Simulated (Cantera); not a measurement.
A Cantera script and what it prints.

```python
import numpy as np
import cantera as ct

gas_names = [...]  # 113 gases of nasa_gas.yaml made of C, Cu, H, O
cond_names = """
    C(gr) C6H6(L) C7H8(L) C8H18(L),n-octa Cu(cr) Cu(L) CuO(s) CuO2H2(s) Cu2O(s) Cu2O(L) H2O(s) H2O(L)
""".split()


# ... load() reads the species with a 1 bar reference pressure and builds the phases ...
atoms = {
    'Cu': {'Cu': 1},
    'CO2': {'C': 1, 'O': 2},
    'H2': {'H': 2},
    'CO': {'C': 1, 'O': 1},
}
top_T = {'C(gr)': 4500, 'CuO(s)': 1390}  # K; cautious upper limits of use, not melting points


# ... equilibrate(T, P, feed) seeds the gas with the atoms and calls Mixture.equilibrate('TP', solver="vcs", rtol=1e-11, max_steps=5000) ...
results = []
T = 1298.15  # K
P = 10000  # Pa
for m in [3.2, 4.7, 7, 10, 16, 23, 35, 51, 77, 110, 170, 250]:
    feed = {'Cu': 1, 'CO2': 3.1, 'H2': m, 'CO': 0.21}  # mol
    mix = equilibrate(T, P, feed)
    results.append((T, P, feed, dict(zip(mix.species_names, mix.species_moles))))

top = {s: max(r[3][s] / sum(r[3][g] for g in gas_names) for r in results) for s in gas_names}
cols = sorted((s for s in top if top[s] > 0.001), key=lambda s: -top[s])[:7]
seen = [c for c in cond_names if any(r[3].get(c, 0) > 1e-12 for r in results)]
print("log10 of partial pressures in bar; condensed amounts in mol")
print(f"{'n(H2)':>10s}" + "".join(f"{s[:9]:>10s}" for s in cols + seen))
for T, P, feed, n in results:
    ng = sum(n[g] for g in gas_names)
    print(f"{feed['H2']:10.4g}" + "".join(f"{np.log10(max(n[s] / ng * P / 1e5, 1e-99)):10.3f}" for s in cols)
          + "".join(f"{n.get(c, 0):10.4g}" for c in seen))
```

Result:

```
log10 of partial pressures in bar; condensed amounts in mol
     n(H2)        H2        CO       H2O       CO2    Cu(cr)
       3.2    -1.652    -1.521    -1.570    -1.683         1
       4.7    -1.484    -1.545    -1.587    -1.892         1
         7    -1.346    -1.604    -1.641    -2.142         1
        10    -1.252    -1.682    -1.716    -2.390         1
        16    -1.164    -1.814    -1.846    -2.742         1
        23    -1.116    -1.934    -1.965    -3.027         1
        35    -1.077    -2.086    -2.116    -3.368    0.9999
        51    -1.054    -2.230    -2.260    -3.681    0.9999
        77    -1.036    -2.395    -2.424    -4.028    0.9999
       110    -1.025    -2.541    -2.570    -4.331    0.9998
       170    -1.016    -2.724    -2.752    -4.704    0.9997
       250    -1.011    -2.887    -2.916    -5.036    0.9996
```

Cantera equilibrium calculation (NASA polynomials, part measured and part estimated; ideal gas, pure solids and liquids).
